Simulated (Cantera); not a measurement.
What does this Cantera script print?

```python
import numpy as np
import cantera as ct

gas_names = """
    CL CLO CL2 H HCL HNO HNO2 HNO3 HOCL HO2 H2 H2O H2O2 Mg MgCL MgCL2 MgH MgN MgO MgOH MgO2H2 Mg2 N NH
    NH2 NH3 NH2OH NO NO2 NO3 N2 N2H2 N2H4 N2O O OH O2 O3
""".split()
cond_names = """
    H2O(s) H2O(L) Mg(cr) Mg(L) MgCL2(s) MgCL2(L) MgO(s) MgO(L) MgO2H2(s) NH4CL(a) NH4CL(b)
""".split()


# ... load() reads the species with a 1 bar reference pressure and builds the phases ...
atoms = {
    'MgCl2': {'Mg': 1, 'CL': 2},
    'H2O': {'H': 2, 'O': 1},
    'N2': {'N': 2},
}
top_T = {}  # K; cautious upper limits of use, not melting points


# ... equilibrate(T, P, feed) seeds the gas with the atoms and calls Mixture.equilibrate('TP', solver="vcs", rtol=1e-11, max_steps=5000) ...
results = []
T = 2175  # K
P = 1.2  # Pa
for m in [61, 78, 99, 130, 160, 200, 260, 330, 420]:
    feed = {'MgCl2': 1, 'H2O': 0.52, 'N2': m}  # mol
    mix = equilibrate(T, P, feed)
    results.append((T, P, feed, dict(zip(mix.species_names, mix.species_moles))))

top = {s: max(r[3][s] / sum(r[3][g] for g in gas_names) for r in results) for s in gas_names}
cols = sorted((s for s in top if top[s] > 1e-06), key=lambda s: -top[s])[:5]
seen = [c for c in cond_names if any(r[3].get(c, 0) > 1e-12 for r in results)]
print("log10 of partial pressures in bar; condensed amounts in mol")
print(f"{'n(N2)':>10s}" + "".join(f"{s[:9]:>10s}" for s in cols + seen))
for T, P, feed, n in results:
    ng = sum(n[g] for g in gas_names)
    print(f"{feed['N2']:10.4g}" + "".join(f"{np.log10(max(n[s] / ng * P / 1e5, 1e-99)):10.3f}" for s in cols)
          + "".join(f"{n.get(c, 0):10.4g}" for c in seen))
```

Result:

```
log10 of partial pressures in bar; condensed amounts in mol
     n(N2)        N2        CL        Mg         H         O
        61    -4.952    -6.441    -6.737    -6.738    -7.057
        78    -4.945    -6.540    -6.838    -6.835    -7.154
        99    -4.940    -6.638    -6.936    -6.930    -7.250
       130    -4.936    -6.751    -7.050    -7.041    -7.361
       160    -4.933    -6.838    -7.137    -7.127    -7.447
       200    -4.931    -6.932    -7.232    -7.220    -7.540
       260    -4.928    -7.043    -7.343    -7.331    -7.651
       330    -4.927    -7.145    -7.445    -7.432    -7.752
       420    -4.926    -7.248    -7.549    -7.535    -7.854
```

Cantera equilibrium calculation (NASA polynomials, part measured and part estimated; ideal gas, pure solids and liquids).
